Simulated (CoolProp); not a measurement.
Isobutene along the isobar 2.44 MPa: Z from the reference equation and from simpler models built on Tc = 418.1 K, pc = 4.016 MPa, ω = 0.193; each cubic takes its own stable root.

Values from CoolProp's reference Helmholtz-energy equation of state, Lemmon 2005. It is a short technical equation, of lower accuracy than the large ones.

```
T (K)   phase  reference  Redlich-Kwong  Peng-Robinson
-----  ------  ---------  -------------  -------------
288.9  liquid    0.09445         0.1040        0.08970
295.5  liquid    0.09356         0.1033        0.08896
302.1  liquid    0.09278         0.1028        0.08835
308.8  liquid    0.09208         0.1024        0.08786
315.4  liquid    0.09150         0.1021        0.08752
322.1  liquid    0.09103         0.1020        0.08732
328.7  liquid    0.09068         0.1021        0.08729
335.4  liquid    0.09045         0.1024        0.08743
342    liquid    0.09036         0.1029        0.08778
348.7  liquid    0.09043         0.1037        0.08837
355.3  liquid    0.09068         0.1048        0.08922
361.9  liquid    0.09114         0.1064        0.09043
368.6  liquid    0.09190         0.1085        0.09210
375.2  liquid    0.09300         0.1113        0.09436
```
